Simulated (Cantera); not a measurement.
An isothermal, constant-pressure homogeneous reactor starts with CO : O₂ : H₂O : N₂ = 0.029 : 0.018 : 0.0014 : 1 (molar parts), equivalence ratio 0.81, at 1125 K and 0.316 atm.

Computed with Cantera and GRI-Mech 3.0 (53 species, 325 reactions).

One state of this run: x CO = 0.000615; x O₂ = 0.00368; x H₂O = 0.00133; x NO = 2.19e-6; x HO₂ = 3.44e-7; x NO₂ = 1.95e-9. x: mole fraction; the columns are a selection and need not sum to one.

Question: Which value of t (s) does it belong to?
(A) 2.82
(B) 0.00503
(C) 0.000400
(D) 0.224

Answer: D, 0.224
